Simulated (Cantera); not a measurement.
**Chlorosilane synthesis and conversion: Si + HCl + H2**

Charge: 1 mol Si, 1.1 mol HCl, 11 mol H2, equilibrated at 575 °C.

Cantera equilibrium calculation (NASA polynomials, part measured and part estimated; ideal gas, pure solids and liquids). Candidate condensed phases: Si; 19 gas species. The tables' values for SiCl3 are old estimates; treat these amounts as uncertain. Equilibrium is a limit: real reactors are often held back by kinetics, nucleation or transport.

```csv
P (Pa),x H2,x SiHCl3,x SiCl4,x SiH2Cl2,x HCl,n Si(s)
10000,0.972,0.00860,0.0159,0.000408,0.00291,0.706
31000,0.972,0.0106,0.0144,0.000685,0.00214,0.696
98000,0.972,0.0129,0.0127,0.00114,0.00156,0.685
310000,0.971,0.0151,0.0108,0.00187,0.00112,0.672
960000,0.970,0.0172,0.00876,0.00297,0.000801,0.658
3000000,0.969,0.0189,0.00677,0.00460,0.000564,0.642
```
x: gas mole fraction; n: condensed amount in mol.

From 0.100 bar to 30.0 bar the condensed part is Si(s). The main Si-bearing gas is SiCl4 at 0.100 bar and SiHCl3 at 30.0 bar. The share of Si in condensed phases is highest at 0.100 bar (70.6 %) and lowest at 30.0 bar (64.2 %).
